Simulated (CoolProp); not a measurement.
Vapour pressure (MPa) of CH3F (R41): the reference equation beside estimates from Tc = 44.1 °C, pc = 5.906 MPa, ω = 0.200. Clausius-Clapeyron is anchored at -25.25 °C with a constant enthalpy of vaporisation of 13.51 kJ/mol.

The numbers come from the reference Helmholtz-energy equation of state, Lemmon 2006 in CoolProp. It is a short technical equation, of lower accuracy than the large ones.

```
T (°C)  reference  Clausius-Clapeyron  van der Waals  Redlich-Kwong  Soave-Redlich-Kwong  Peng-Robinson
------  ---------  ------------------  -------------  -------------  -------------------  -------------
-64.85     0.2022              0.2766         0.8466         0.2933               0.1988         0.1999
-54.95     0.3160              0.3940          1.081         0.4440               0.3146         0.3143
-45.05     0.4738              0.5443          1.355         0.6443               0.4762         0.4735
-35.15     0.6854              0.7321          1.670         0.9020               0.6942         0.6880
-25.25     0.9615              0.9615          2.028          1.225               0.9796         0.9688
-15.35      1.314               1.237          2.432          1.621                1.344              …
-5.45       1.755                   …          2.883          2.096                1.800          1.778
4.45        2.298               1.939          3.383          2.658                2.360          2.332
14.35           …               2.371              …          3.313                3.036          3.005
```

Task: Fill in the missing entries.

Result: 
- -15.35, Peng-Robinson: 1.328
- -5.45, Clausius-Clapeyron: 1.561
- 14.35, reference: 2.960
- 14.35, van der Waals: 3.934

Absolute difference from the reference over all 9 rows, mean and median: Clausius-Clapeyron 15.1 and 14.9 %, van der Waals 136.8 and 110.9 %, Redlich-Kwong 27.9 and 27.4 %, Soave-Redlich-Kwong 1.8 and 1.9 %, Peng-Robinson 0.9 and 1.1 %.
